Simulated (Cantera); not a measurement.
An adiabatic, constant-volume homogeneous reactor starts with 3.74 % CH4, 17.8 % O2, 78.5 % N2, equivalence ratio 0.42, at 1050 K and 500000 Pa.

Detailed kinetics in Cantera: GRI-Mech 3.0 (53 species, 325 reactions).

One state of this run: T (K) = 2070; P (bar) = 9.86; x CH4 = <1e-12; x O2 = 0.0996; x C2H2 = <1e-12; x H2 = 3.62e-5; x CO = 8.80e-5; x C2H6 = <1e-12. x: mole fraction; the columns are a selection and need not sum to one.

### Question
Which value of t (s) does it belong to?
A. 1.23e-5
B. 3.00
C. 0.00346
D. 3.81e-5

### Answer
B, 3.00
